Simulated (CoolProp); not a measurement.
Vapour-liquid equilibrium of diethyl ether (1) + acetone (2) at 0.0296 MPa; x and y are mole fractions of (1).

The numbers come from the multi-fluid Helmholtz-energy mixture model, Thol 2014 and Lemmon 2006; pair parameters Bell 2016 in CoolProp.

Q: Give the bubble temperature and the first vapour's composition at x = 0.5, 0.65, 0.95. Is there an azeotrope?

A: x = 0.5: 280.5 K, y = 0.736; x = 0.65: 278.9 K, y = 0.803; x = 0.95: 277.1 K, y = 0.956. No azeotrope shows between x = 0.05 and 0.95.

The pair parameters rest on a limited set of measurements; away from them the model extrapolates.
